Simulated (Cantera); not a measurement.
# MgO + N2 (sublimation and decomposition of ceramics)

Charge: 1 mol MgO, 0.018 mol N2, at 1573 K and 90.0 mbar.

Method: chemical equilibrium by Gibbs-energy minimisation in Cantera with the NASA 1993 tables (ideal gas, pure condensed phases). Candidate condensed phases: Mg, MgO; 13 gas species. The numbers say what is thermodynamically allowed, not how fast it happens.

```yaml
x(N2): 1.00
n(MgO(s)): 1.00 mol
gas_amount: 0.01800 mol
log10 activity of Mg(l) (absent): -8.86
```
